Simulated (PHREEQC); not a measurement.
## Nickel, zinc or cadmium bath (model solution)

A solution holds 0.14 mol CdCl2, 0.0012 mol Na2SO4 and 0.01 mol FeSO4 per kg of water, at 25 °C. Closed to the air; pH follows from the charge balance.

Model: ion-association model, wateq4f.dat, run in PHREEQC.

Each row changes one thing in this solution. No solid was allowed to form.

```tsv
case	pH	ionic strength (mol/kgw)	Cd+2 (mol/kgw)	Fe+2 (mol/kgw)	SO4-2 (mol/kgw)	CdSO4 (mol/kgw)	SI of Melanterite (FeSO4:7H2O)	SI of Cd(OH)2 (Cd(OH)2)
as made	5.37	0.188	0.0222	0.00858	0.00621	0.00358	-3.08	-5.08
diluted 5-fold with water	5.66	0.0530	0.00997	0.00186	?	?	-4.06	-4.69
Na2SO4 replaced by KHSO4 at the same molality	3.10	0.188	0.0222	0.00859	0.00611	0.00352	-3.09	-9.62
Na2SO4 from 0.0012 to 0.006 mol/kgw	5.38	0.198	0.0220	0.00830	0.00883	?	-2.96	?
CdCl2 replaced by CdSO4 at the same molality	5.88	?	0.0607	0.00639	0.0435	0.0547	-2.47	-3.63
```

**Question.** What belongs in the gaps?

**Answer.** 
- diluted 5-fold with water, SO4-2 (mol/kgw): 0.00134
- diluted 5-fold with water, CdSO4 (mol/kgw): 0.000776
- Na2SO4 from 0.0012 to 0.006 mol/kgw, CdSO4 (mol/kgw): 0.00488
- Na2SO4 from 0.0012 to 0.006 mol/kgw, SI of Cd(OH)2 (Cd(OH)2): -5.05
- CdCl2 replaced by CdSO4 at the same molality, ionic strength (mol/kgw): 0.272

Complexes and solids missing from the database can't appear.
